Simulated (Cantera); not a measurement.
A perfectly stirred reactor is fed with H2 : O2 : N2 = 1 : 0.568 : 2.14 (molar parts), at 1.97 atm; it is adiabatic with a 375 K inlet, and is followed from long to short residence time, starting on the burning branch (τ in s: 0.048, 0.019, 0.0075, 0.003, 0.0012, 0.00047, 0.00019, 7.4e-05, 3e-05, 1.2e-05).

Detailed kinetics in Cantera: the H2/O2 subset of GRI-Mech 3.0, which has no nitrogen chemistry.

What does this change do: 0.35 parts H2O added?


```csv
quantity,before,after
"blow-out, bracketed by the residence times tried","burning at 12.0 µs, the shortest tried","burning at 12.0 µs, the shortest tried"
x(H2) at τ = 48.0 ms,0.00410,0.00217
x(O2) at τ = 48.0 ms,0.0212,0.0190
x(O) at τ = 48.0 ms,0.000682,0.000250
x(H2O2) at τ = 48.0 ms,3.05e-7,2.42e-7
x(H) at τ = 48.0 ms,0.000575,0.000184
x(H2) at τ = 0.470 ms,0.0159,0.0144
x(O2) at τ = 0.470 ms,0.0253,0.0236
x(O) at τ = 0.470 ms,0.00306,0.00191
x(H2O2) at τ = 0.470 ms,5.36e-7,7.85e-7
x(H) at τ = 0.470 ms,0.00523,0.00370
```

What does this change do: O2 0.568 to 0.84 parts?


```json
[
 {"quantity": "blow-out, bracketed by the residence times tried", "before": "burning at 12.0 µs, the shortest tried", "after": "burning at 12.0 µs, the shortest tried"},
 {"quantity": "x(H2) at τ = 48.0 ms", "before": "0.00410", "after": "0.000933"},
 {"quantity": "x(O2) at τ = 48.0 ms", "before": "0.0212", "after": "0.0959"},
 {"quantity": "x(O) at τ = 48.0 ms", "before": "0.000682", "after": "0.000741"},
 {"quantity": "x(H2O2) at τ = 48.0 ms", "before": "3.05e-7", "after": "4.50e-7"},
 {"quantity": "x(H) at τ = 48.0 ms", "before": "0.000575", "after": "0.000150"},
 {"quantity": "x(H2) at τ = 0.470 ms", "before": "0.0159", "after": "0.00488"},
 {"quantity": "x(O2) at τ = 0.470 ms", "before": "0.0253", "after": "0.0947"},
 {"quantity": "x(O) at τ = 0.470 ms", "before": "0.00306", "after": "0.00348"},
 {"quantity": "x(H2O2) at τ = 0.470 ms", "before": "5.36e-7", "after": "6.70e-7"},
 {"quantity": "x(H) at τ = 0.470 ms", "before": "0.00523", "after": "0.00170"}
]
```

What does this change do: inlet temperature 375 to 475 K?


| quantity | before | after |
|---|---|---|
| blow-out, bracketed by the residence times tried | burning at 12.0 µs, the shortest tried | burning at 12.0 µs, the shortest tried |
| x(H2) at τ = 48.0 ms | 0.00410 | 0.00549 |
| x(O2) at τ = 48.0 ms | 0.0212 | 0.0214 |
| x(O) at τ = 48.0 ms | 0.000682 | 0.000939 |
| x(H2O2) at τ = 48.0 ms | 3.05e-7 | 3.50e-7 |
| x(H) at τ = 48.0 ms | 0.000575 | 0.000877 |
| x(H2) at τ = 0.470 ms | 0.0159 | 0.0168 |
| x(O2) at τ = 0.470 ms | 0.0253 | 0.0254 |
| x(O) at τ = 0.470 ms | 0.00306 | 0.00331 |
| x(H2O2) at τ = 0.470 ms | 5.36e-7 | 4.98e-7 |
| x(H) at τ = 0.470 ms | 0.00523 | 0.00554 |
